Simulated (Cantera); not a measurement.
Charge: 1 mol SiHCl3, 7.5 mol H2, at 10.0 mbar.

Equilibrium computed with Cantera from the NASA thermochemical tables; the gas is ideal and each condensed phase is pure. Candidate condensed phases: Si; 19 gas species. Gases not in the tables: Si2H6 and higher silanes. Kinetics and transport are ignored.

Q: Which condensed phases are stable at each of these points (T (°C)): 902, 952, 1002, 1052, 1102, 1152, 1202, 1252, 1302, 1352, 1402, 1452, 1502, 1552?

A: 
```
T (°C)  condensed phases  Si condensed (%)
------  ----------------  ----------------
902                Si(s)              31.5
952                Si(s)              29.7
1002               Si(s)              27.0
1052               Si(s)              24.3
1102               Si(s)              22.1
1152               Si(s)              20.5
1202               Si(s)              19.2
1252               Si(s)              18.1
1302               Si(s)              17.2
1352               Si(s)              16.4
1402               Si(s)              15.6
1452               Si(l)              16.5
1502               Si(l)              18.0
1552               Si(l)              19.2
```

From 902 °C to 1402 °C the condensed part is Si(s). From 1452 °C to 1552 °C the condensed part is Si(l).
